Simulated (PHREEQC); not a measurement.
Copper plating or etch bath: an equilibrium model

Consider water at 20 °C with 0.0027 mol CuSO4, 0.00019 mol HCl and 0.0022 mol KCl per kg of water. Closed to the air; pH follows from the charge balance.

The numbers come from PHREEQC with the ion-association model, phreeqc.dat.

No solid was allowed to form.

Task: What pH, ionic strength, specific conductance does the model give?

Result: pH 3.81; ionic strength 0.0114 mol/kgw; specific conductance 797 µS/cm.

Task: In which forms is S present?

Result: SO4-2 83 %, CuSO4 16 %, HSO4- 0.8 %, KSO4- 0.8 % of the S.

Complexes and solids missing from the database can't appear.
